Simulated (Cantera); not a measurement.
What does this Cantera script print?

```python
import numpy as np
import cantera as ct

gas = ct.Solution("gri30.yaml")
gas.TPX = 1500, 200, {'C2H6': 0.52, 'N2': 110}
inlet = ct.Reservoir(gas, clone=True)

reactor = ct.IdealGasConstPressureReactor(gas, energy="off", clone=False)
exhaust = ct.Reservoir(gas, clone=True)
tau = [11, 3.6, 1.2, 0.4, 0.13, 0.043, 0.014, 0.0047, 0.0016, 0.00051, 0.00017][0]
for a, b in ((inlet, reactor), (reactor, exhaust)):
    ct.MassFlowController(a, b, mdot=lambda t: reactor.mass / tau)
net = ct.ReactorNet([reactor])
show = ['C2H6', 'CH2', 'H2', 'HCN', 'CH4']

rows = []
print(f"{'tau/s':>10s}{'T/K':>9s}" + "".join(f"{s:>11s}" for s in show))
for tau in [11, 3.6, 1.2, 0.4, 0.13, 0.043, 0.014, 0.0047, 0.0016, 0.00051, 0.00017]:
    net.initial_time = 0.0
    net.advance(30 * tau)
    before = gas.X
    net.advance(40 * tau)
    drift = np.max(np.abs(gas.X - before) / (gas.X + 1e-9))
    rows.append([gas.T, *gas[show].X, drift])
    print(f"{tau:10.3e}{gas.T:9.1f}" + "".join(f"{x:11.3e}" for x in gas[show].X))
```

It prints:

```
     tau/s      T/K       C2H6        CH2         H2        HCN        CH4
 1.100e+01   1500.0  1.322e-05  9.382e-07  8.486e-03  4.702e-05  3.725e-04
 3.600e+00   1500.0  3.728e-05  1.538e-06  8.001e-03  2.841e-05  5.244e-04
 1.200e+00   1500.0  1.021e-04  2.374e-06  7.228e-03  1.684e-05  6.770e-04
 4.000e-01   1500.0  2.767e-04  3.405e-06  6.018e-03  9.590e-06  7.537e-04
 1.300e-01   1500.0  7.517e-04  4.331e-06  4.261e-03  4.921e-06  6.309e-04
 4.300e-02   1500.0  1.854e-03  4.204e-06  2.242e-03  1.964e-06  3.177e-04
 1.400e-02   1500.0  3.496e-03  2.280e-06  6.011e-04  3.798e-07  7.411e-05
 4.700e-03   1500.0  4.392e-03  4.317e-07  4.960e-05  9.603e-09  1.068e-05
 1.600e-03   1500.0  4.611e-03  2.573e-08  1.494e-06  9.055e-12  1.339e-06
 5.100e-04   1500.0  4.675e-03  8.780e-10  3.334e-08  5.840e-15  1.391e-07
 1.700e-04   1500.0  4.695e-03  3.256e-11  1.143e-09  1.404e-16  1.555e-08
```

Model: GRI-Mech 3.0 (53 species, 325 reactions), integrated in Cantera. GRI-Mech 3.0 stops at C3 and has no aromatics, soot or wall deposition, so with more carbon than oxygen in the feed, carbon stays in small species such as C2H2 where larger ones or solid carbon would form. Radical loss at walls, strong at low pressure, is not modelled.
